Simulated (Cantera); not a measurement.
An adiabatic, constant-pressure homogeneous reactor starts with 19.5 % CH4, 16.9 % O2, 63.6 % N2, equivalence ratio 2.3, at 1448 K and 2.20 bar.

Model: GRI-Mech 3.0 (53 species, 325 reactions), integrated in Cantera.

One state of this run: T (K) = 2331; x CH4 = 4.28e-10; x O2 = 6.90e-7; x O = 3.35e-6; x NO = 2.47e-5; x HCN = 4.57e-7. x: mole fraction; the columns are a selection and need not sum to one.

Task: Which value of t (s) does it belong to?
(A) 0.00245
(B) 3.00
(C) 2.00e-6
(D) 2.14e-5

Result: B, 3.00
